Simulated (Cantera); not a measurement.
An adiabatic, constant-volume homogeneous reactor starts with CH4 : H2 : O2 : N2 : CO2 = 1 : 0.11 : 2.89 : 10.9 : 1.2 (molar parts), equivalence ratio 0.71, at 1748 K and 1.70 bar.

Cantera simulation using GRI-Mech 3.0 (53 species, 325 reactions); the numbers are that mechanism's predictions, not measurements.

One state of this run: T (K) = 2771; P (bar) = 2.77; x CH4 = <1e-12; x H2 = 0.00550; x O2 = 0.0564; x CH2 = <1e-12; x HCO = 3.06e-8; x OH = 0.0183. x: mole fraction; the columns are a selection and need not sum to one.

Question: Which value of t (s) does it belong to?
A. 6.00e-6
B. 1.77e-5
C. 0.00133
D. 5.20e-5

Answer: C, 0.00133
